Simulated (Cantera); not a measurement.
Thermodynamics of abatement and gas-phase synthesis, feed CO2 + H2

Input: 1 mol CO2, 0.49 mol H2, equilibrated at 2425 °C and 1 atm.

Cantera equilibrium calculation (NASA polynomials, part measured and part estimated; ideal gas, pure solids and liquids). Candidate condensed phases: C, C6H6, C7H8, C8H18, H2O; 110 gas species. The numbers say what is thermodynamically allowed, not how fast it happens.

* **x(CO2)**: 0.338
* **x(CO)**: 0.313
* **x(H2O)**: 0.267
* **x(H2)**: 0.0367
* **x(OH)**: 0.0200
* **x(O2)**: 0.0110
* **x(H)**: 0.0107
* **x(O)**: 0.00373
* **x(HO2)**: 4.14e-6
* **gas amount**: 1.536 mol
* **log10 activity of C(graphite) (absent)**: -6.17
